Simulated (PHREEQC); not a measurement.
Make-up at 25 °C: 1.3 mmol/kgw Na2S, 9.4 mmol/kgw HCl and 20 mmol/kgw FeCl2. Closed to the air; pH follows from the charge balance.

Computed with PHREEQC (ion-association model, phreeqc.dat).

No solid was allowed to form.

Problem. Estimate the pH, specific conductance, density.

Solution. pH 2.24; specific conductance 6860 µS/cm; density 1.000 g/cm³.

Problem. In which forms is Fe present?

Solution. Fe+2 97 %, FeCl+ 2.9 % of the Fe.

Species that the database lacks are ignored.
